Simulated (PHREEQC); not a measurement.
A solution holds 0.0029 mol/kgw H3PO4, 0.25 mol/kgw Na2HPO4 and 0.00027 mol/kgw NaCl, at 25 °C. Closed to the air; pH follows from the charge balance.

All values are PHREEQC results (ion-association model, phreeqc.dat), not measurements.

pH: 8.21
ionic strength: 0.670 mol/kgw
activity of water: 0.988
density: 1.027 g/cm³
total alkalinity: 247 meq/kg

```
species  molality  activity   log γ
-------  --------  --------  ------
Na+         0.462     0.331  -0.144
HPO4-2      0.208    0.0404  -0.712
NaHPO4-    0.0386    0.0261  -0.170
H2PO4-    0.00599   0.00405  -0.170
Cl-      0.000270  0.000170  -0.200
PO4-3    0.000189   2.92e-6  -1.811
OH-       2.64e-6   1.61e-6  -0.215
H+        8.25e-9   6.23e-9  -0.122
H3PO4     3.18e-9   3.71e-9   0.067
```

No solid was allowed to form.
